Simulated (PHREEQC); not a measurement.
1 kg of water meets 20 L of dry gas (CO2 0.28, H2 0.72 by moles) at fixed total pressure, at 50 °C; fugacities by Peng-Robinson. The gases take part in no redox reaction, some water evaporates into the gas, and hydrates or a liquid gas phase aren't modelled. No solid was allowed to form.

Computed with PHREEQC (ion-association model, phreeqc.dat).

| P (atm) | dissolved CO2 (all carbonate carbon) (mol/kgw) | φ of CO2 | p of CO2 (atm) | dissolved H2 (mol/kgw) | φ of H2 | p of H2 (atm) |
|---|---|---|---|---|---|---|
| 2 | 0.0101 | 0.994 | 0.517 | 0.000994 | 1.001 | 1.36 |
| 5 | … | … | 1.34 | 0.00258 | 1.003 | 3.53 |
| 10 | 0.0512 | 0.972 | 2.72 | 0.00520 | 1.005 | 7.15 |
| 30 | 0.144 | 0.922 | 8.23 | 0.0155 | … | 21.6 |
| 40 | 0.185 | 0.898 | 11.0 | 0.0206 | 1.021 | 28.9 |
| 50 | 0.223 | 0.875 | 13.8 | 0.0257 | 1.026 | 36.1 |
| 75 | … | … | 20.7 | 0.0380 | 1.040 | 54.1 |
| 100 | 0.376 | 0.777 | 27.6 | 0.0500 | … | 72.2 |
| 200 | 0.552 | 0.642 | 55.4 | … | 1.115 | 144 |
| 300 | 0.639 | 0.561 | 83.3 | 0.135 | 1.179 | 216 |
| 400 | 0.687 | 0.514 | 111 | 0.171 | 1.245 | 288 |

Question: Fill in the missing entries.

Answer: 
- 5, dissolved CO2 (all carbonate carbon) (mol/kgw): 0.0258
- 5, φ of CO2: 0.986
- 30, φ of H2: 1.016
- 75, dissolved CO2 (all carbonate carbon) (mol/kgw): 0.307
- 75, φ of CO2: 0.823
- 100, φ of H2: 1.054
- 200, dissolved H2 (mol/kgw): 0.0949

Constants without temperature data keep their 25 °C values here.
